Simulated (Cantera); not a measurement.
# Diamond growth

A diamond (100) surface in a fixed gas of H2 with x(CH4) = 0.0068, x(H) = 0.00066, at 1050 K, 69.0 Torr; coverages are run to steady state.

Detailed kinetics in Cantera: the Harris–Goodwin 1993 mechanism for the reconstructed diamond (100) surface.

```csv
x(CH3),growth (µm/h),θ c6HH,θ c6H*,θ c6*H,θ c6**,θ c6HM
1e-06,0.0377,0.562,0.0225,0.403,0.0115,0.000417
2.6e-06,0.0980,0.562,0.0225,0.403,0.0115,0.00108
6.9e-06,0.259,0.560,0.0224,0.402,0.0114,0.00287
1.8e-05,0.671,0.557,0.0223,0.399,0.0113,0.00742
4.7e-05,1.72,0.548,0.0219,0.392,0.0110,0.0190
0.00012,4.17,0.526,0.0210,0.376,0.0103,0.0461
0.00032,9.80,0.477,0.0189,0.338,0.00874,0.109
0.00084,19.8,0.389,0.0152,0.272,0.00610,0.220
0.0022,32.6,0.274,0.0103,0.185,0.00309,0.366
```
θ: site fractions in the mechanism's names (c6HH fully hydrogenated, c6H* and c6*H radical sites, c6** diradical, c6HM methylated).
